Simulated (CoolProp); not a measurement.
Vapour-liquid equilibrium of R143a (1) + fluoroethane (R161) (2) at 37.95 °C; x and y are mole fractions of (1).

Values from CoolProp's multi-fluid Helmholtz-energy mixture model, Lemmon and Jacobsen 2000 and Wu 2012; pair parameters Bell 2016.

| x | bubble pressure, mixture model (MPa) | bubble pressure, Raoult's law (MPa) | y, mixture model | y, Raoult's law |
|---|---|---|---|---|
| 0.05 | 1.321 | 1.319 | 0.063 | 0.066 |
| 0.125 | 1.357 | 1.352 | 0.154 | 0.161 |
| 0.2 | 1.393 | 1.386 | 0.240 | 0.252 |
| 0.275 | 1.427 | 1.419 | 0.322 | 0.338 |
| 0.35 | 1.461 | 1.453 | 0.400 | 0.420 |
| 0.425 | 1.495 | 1.487 | 0.476 | 0.499 |
| 0.5 | 1.528 | 1.520 | 0.550 | 0.574 |
| 0.575 | 1.560 | 1.554 | 0.622 | 0.645 |
| 0.65 | 1.593 | 1.587 | 0.692 | 0.714 |
| 0.725 | 1.625 | 1.621 | 0.760 | 0.780 |
| 0.8 | 1.657 | 1.654 | 0.827 | 0.843 |
| 0.875 | 1.690 | 1.688 | 0.893 | 0.904 |
| 0.95 | 1.722 | 1.722 | 0.957 | 0.962 |

The largest gap from Raoult's law is +0.6 % in bubble pressure, at x = 0.35. No azeotrope shows between x = 0.05 and 0.95.

The pair parameters rest on a limited set of measurements; away from them the model extrapolates.
